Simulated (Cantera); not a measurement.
Feed: 1 mol Fe(CO)5, 3.2 mol N2, held at 1325 °C and 1.33 mbar.

Equilibrium computed with Cantera from the NASA thermochemical tables; the gas is ideal and each condensed phase is pure. Candidate condensed phases: C, Fe, Fe(CO)5, FeO, Fe2O3, Fe3O4; 27 gas species. Rates play no part.

Base state: CO 0.609, N2 0.390, Fe 0.000795 (mole fractions); condensed: Fe(γ).

Task: What changes in the equilibrium state with this change: temperature from 1325 °C to 477 °C?

Result: 
| species | before | after |
|---|---|---|
| N2 | 0.390 | 0.442 |
| CO | 0.609 | 0.424 |
| CO2 | 1.46e-7 | 0.133 |
| Fe | 0.000795 | <1e-9 |
| Fe(γ), mol | 0.993 | 0 |
| C(graphite), mol | 0 | 0.966 |
| Fe(α), mol | 0 | 1.00 |
Condensed phases not in the tables: cementite and carbon dissolved in iron.
